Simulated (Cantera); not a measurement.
**Stirred combustor or abatement burner**

A perfectly stirred reactor is fed with 35.4 % H2, 12.6 % O2, 47.4 % N2, 4.60 % H2O, equivalence ratio 1.4, at 1.00 bar; it is adiabatic with a 523 K inlet, and is followed from long to short residence time, starting on the burning branch (τ in s: 0.17, 0.07, 0.029, 0.012, 0.0048, 0.002, 0.0008, 0.00033, 0.00013, 5.5e-05, 2.3e-05).

Cantera simulation using the H2/O2 subset of GRI-Mech 3.0, which has no nitrogen chemistry; the numbers are that mechanism's predictions, not measurements.

| τ (s) | T (K) | x H2 | x O2 | x H2O | x O | x HO2 | x H2O2 | x H |
|---|---|---|---|---|---|---|---|---|
| 0.17 | 2339 | 0.114 | 8.90e-5 | 0.338 | 6.47e-5 | 5.40e-8 | 1.66e-8 | 0.00467 |
| 0.070 | 2333 | 0.114 | 0.000123 | 0.337 | 8.40e-5 | 7.57e-8 | 2.10e-8 | 0.00533 |
| 0.029 | 2320 | 0.114 | 0.000198 | 0.336 | 0.000128 | 1.27e-7 | 3.02e-8 | 0.00663 |
| 0.012 | 2298 | 0.114 | 0.000353 | 0.334 | 0.000228 | 2.41e-7 | 4.73e-8 | 0.00893 |
| 0.0048 | 2260 | 0.113 | 0.000682 | 0.331 | 0.000448 | 4.85e-7 | 7.68e-8 | 0.0128 |
| 0.0020 | 2204 | 0.112 | 0.00129 | 0.326 | 0.000863 | 9.15e-7 | 1.21e-7 | 0.0184 |
| 0.00080 | 2118 | 0.111 | 0.00241 | 0.318 | 0.00164 | 1.70e-6 | 2.00e-7 | 0.0268 |
| 0.00033 | 2006 | 0.110 | 0.00418 | 0.309 | 0.00280 | 3.02e-6 | 3.45e-7 | 0.0378 |
| 0.00013 | 1858 | 0.108 | 0.00698 | 0.297 | 0.00436 | 5.47e-6 | 6.80e-7 | 0.0526 |
| 5.5e-5 | 1699 | 0.108 | 0.0110 | 0.285 | 0.00575 | 9.76e-6 | 1.35e-6 | 0.0678 |
| 2.3e-5 | 1519 | 0.117 | 0.0192 | 0.266 | 0.00652 | 2.02e-5 | 2.51e-6 | 0.0789 |
x: mole fraction; the columns are a selection and need not sum to one.
